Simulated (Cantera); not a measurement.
Input: 1 mol CH4, 0.1 mol H2O, held at 1073.15 K and 3100000 Pa.

Method: chemical equilibrium by Gibbs-energy minimisation in Cantera with the NASA 1993 tables (ideal gas, pure condensed phases). Candidate condensed phases: C, C6H6, C7H8, C8H18, H2O; 110 gas species. The ideal-gas law is rough above about 30 bar. Equilibrium is a limit: real reactors are often held back by kinetics, nucleation or transport.

Base state: H2 0.532, CH4 0.403, H2O 0.0425, CO 0.0199, CO2 0.00172, C2H6 9.83e-5 (mole fractions); condensed: C(graphite).

What changes in the equilibrium state with this change: temperature from 1073.15 K to 725 K?


```json
[
 {"species": "CH4", "before": "0.403", "after": "0.841"},
 {"species": "H2O", "before": "0.0425", "after": "0.0840"},
 {"species": "H2", "before": "0.532", "after": "0.0727"},
 {"species": "CO", "before": "0.0199", "after": "0.000194"},
 {"species": "C2H6", "before": "9.83e-5", "after": "6.43e-5"},
 {"species": "CO2", "before": "0.00172", "after": "0.00169"},
 {"species": "C(graphite), mol", "before": "0.354", "after": "0.0373"}
]
```

What changes in the equilibrium state with this change: temperature from 1073.15 K to 1600 K?


| species | before | after |
|---|---|---|
| H2 | 0.532 | 0.911 |
| CO | 0.0199 | 0.0462 |
| CH4 | 0.403 | 0.0420 |
| H2O | 0.0425 | 0.00114 |
| C2H2 (acetylene) | 3.84e-9 | 2.50e-5 |
| CO2 | 0.00172 | 1.93e-5 |
| C2H4 | 7.09e-6 | 7.88e-5 |
| C2H6 | 9.83e-5 | 9.50e-6 |
| C(graphite), mol | 0.354 | 0.813 |
